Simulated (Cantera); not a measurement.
What does this Cantera script print?

```python
import numpy as np
import cantera as ct

gas_names = """
    Cu CuF CuF2 Cu2 F F2
""".split()
cond_names = """
    Cu(cr) Cu(L) CuF2(s) CuF2(L)
""".split()


# ... load() reads the species with a 1 bar reference pressure and builds the phases ...
atoms = {
    'Cu': {'Cu': 1},
    'F2': {'F': 2},
}
top_T = {}  # K; cautious upper limits of use, not melting points


# ... equilibrate(T, P, feed) seeds the gas with the atoms and calls Mixture.equilibrate('TP', solver="vcs", rtol=1e-11, max_steps=5000) ...
results = []
feed = {'Cu': 1, 'F2': 5.8}  # mol
for P in [1, 3.6, 13, 46, 170, 600, 2200, 7700, 28000, 100000]:
    for T in [1048, 1073, 1098, 1123, 1148, 1173, 1198, 1223, 1248]:
        mix = equilibrate(T, P, feed)
        results.append((T, P, feed, dict(zip(mix.species_names, mix.species_moles))))

for T, P, feed, n in results:
    print(f"{T:7g} {P:10.4g}  " + (" + ".join(c for c in cond_names if n.get(c, 0) > 1e-12) or "gas only"))
```

It prints:

```
   1048          1  gas only
   1073          1  gas only
   1098          1  gas only
   1123          1  gas only
   1148          1  gas only
   1173          1  gas only
   1198          1  gas only
   1223          1  gas only
   1248          1  gas only
   1048        3.6  gas only
   1073        3.6  gas only
   1098        3.6  gas only
   1123        3.6  gas only
   1148        3.6  gas only
   1173        3.6  gas only
   1198        3.6  gas only
   1223        3.6  gas only
   1248        3.6  gas only
   1048         13  gas only
   1073         13  gas only
   1098         13  gas only
   1123         13  gas only
   1148         13  gas only
   1173         13  gas only
   1198         13  gas only
   1223         13  gas only
   1248         13  gas only
   1048         46  gas only
   1073         46  gas only
   1098         46  gas only
   1123         46  gas only
   1148         46  gas only
   1173         46  gas only
   1198         46  gas only
   1223         46  gas only
   1248         46  gas only
   1048        170  CuF2(s)
   1073        170  CuF2(s)
   1098        170  gas only
   1123        170  gas only
   1148        170  gas only
   1173        170  gas only
   1198        170  gas only
   1223        170  gas only
   1248        170  gas only
   1048        600  CuF2(s)
   1073        600  CuF2(s)
   1098        600  CuF2(s)
   1123        600  CuF2(L)
   1148        600  CuF2(L)
   1173        600  gas only
   1198        600  gas only
   1223        600  gas only
   1248        600  gas only
   1048       2200  CuF2(s)
   1073       2200  CuF2(s)
   1098       2200  CuF2(s)
   1123       2200  CuF2(L)
   1148       2200  CuF2(L)
   1173       2200  CuF2(L)
   1198       2200  CuF2(L)
   1223       2200  CuF2(L)
   1248       2200  gas only
   1048       7700  CuF2(s)
   1073       7700  CuF2(s)
   1098       7700  CuF2(s)
   1123       7700  CuF2(L)
   1148       7700  CuF2(L)
   1173       7700  CuF2(L)
   1198       7700  CuF2(L)
   1223       7700  CuF2(L)
   1248       7700  CuF2(L)
   1048    2.8e+04  CuF2(s)
   1073    2.8e+04  CuF2(s)
   1098    2.8e+04  CuF2(s)
   1123    2.8e+04  CuF2(L)
   1148    2.8e+04  CuF2(L)
   1173    2.8e+04  CuF2(L)
   1198    2.8e+04  CuF2(L)
   1223    2.8e+04  CuF2(L)
   1248    2.8e+04  CuF2(L)
   1048      1e+05  CuF2(s)
   1073      1e+05  CuF2(s)
   1098      1e+05  CuF2(s)
   1123      1e+05  CuF2(L)
   1148      1e+05  CuF2(L)
   1173      1e+05  CuF2(L)
   1198      1e+05  CuF2(L)
   1223      1e+05  CuF2(L)
   1248      1e+05  CuF2(L)
```

Method: chemical equilibrium by Gibbs-energy minimisation in Cantera with the NASA 1993 tables (ideal gas, pure condensed phases).
